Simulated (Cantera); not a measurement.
Thermodynamics of roasting and sulfation, feed FeS2 + O2 + CO2 + H2O

Input: 1 mol FeS2, 10 mol O2, 1.9 mol CO2, 0.051 mol H2O, held at 73.0 mbar.

Method: chemical equilibrium by Gibbs-energy minimisation in Cantera with the NASA 1993 tables (ideal gas, pure condensed phases). Candidate condensed phases: C, C6H6, C7H8, C8H18, Fe, Fe(CO)5, FeO, Fe(OH)2, Fe(OH)3, FeS, FeSO4, FeS2, Fe2O3, Fe2(SO4)3, Fe3O4, H2O, H2SO4, S; 127 gas species. The numbers say what is thermodynamically allowed, not how fast it happens.

At 550 °C the condensed part is Fe2(SO4)3(s). From 600 °C to 1000 °C the condensed part is Fe2O3(s).

```
T (°C)  log p O2  log p CO2  log p SO2  log p SO3  log p H2O  n Fe2(SO4)3(s)  n Fe2O3(s)
------  --------  ---------  ---------  ---------  ---------  --------------  ----------
550        -1.28      -1.80      -3.17      -2.46      -3.37           0.500           0
600        -1.34      -1.88      -2.35      -2.02      -3.45               0       0.500
650        -1.34      -1.89      -2.17      -2.16      -3.46               0       0.500
700        -1.33      -1.89      -2.06      -2.33      -3.46               0       0.500
750        -1.33      -1.90      -1.99      -2.51      -3.47               0       0.500
800        -1.33      -1.90      -1.95      -2.70      -3.47               0       0.500
850        -1.33      -1.90      -1.93      -2.89      -3.47               0       0.500
900        -1.33      -1.90      -1.91      -3.07      -3.48               0       0.500
950        -1.33      -1.91      -1.90      -3.24      -3.48               0       0.500
1000       -1.33      -1.91      -1.90      -3.39      -3.48               0       0.500
```
log p: log10 of the partial pressure in bar; n: condensed amount in mol.
